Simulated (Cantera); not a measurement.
## Thermodynamics of carbon deposition, reforming and gasification, feed C2H5OH + H2

A closed system holds: 1 mol C2H5OH, 68 mol H2, held at 99.0 mbar.

Cantera equilibrium calculation (NASA polynomials, part measured and part estimated; ideal gas, pure solids and liquids). Candidate condensed phases: C, C6H6, C7H8, C8H18, H2O; 110 gas species. Kinetics and transport are ignored.

```csv
T (K),x H2,x H,x CH4,x H2O,x CO,x C2H2 (acetylene),n C(graphite)
548,0.957,<1e-12,0.0290,0.0145,4.12e-10,<1e-12,0
748,0.957,<1e-12,0.0288,0.0143,0.000150,<1e-12,0
948,0.971,1.64e-9,0.0154,0.00124,0.0128,2.32e-10,0
1148,0.984,2.26e-7,0.00228,6.49e-5,0.0139,3.65e-8,0.841
1348,0.986,7.30e-6,0.000561,7.90e-6,0.0139,1.19e-6,0.960
1548,0.986,9.72e-5,0.000197,1.66e-6,0.0139,1.55e-5,0.984
1748,0.985,0.000721,8.84e-5,5.04e-7,0.0139,0.000111,0.977
1948,0.982,0.00356,4.67e-5,1.95e-7,0.0139,0.000529,0.920
2148,0.971,0.0131,2.75e-5,9.00e-8,0.0138,0.00186,0.727
2348,0.943,0.0381,1.72e-5,4.63e-8,0.0136,0.00515,0.236
2548,0.888,0.0926,8.08e-6,3.38e-8,0.0132,0.00650,0
2748,0.789,0.192,3.37e-6,2.63e-8,0.0126,0.00600,0
```
x: gas mole fraction; n: condensed amount in mol.

From 548 K to 948 K nothing is condensed. From 1148 K to 2348 K the condensed part is C(graphite). From 2548 K to 2748 K nothing is condensed. The main C-bearing gas is CH4 at 548 K and CO at 2748 K.
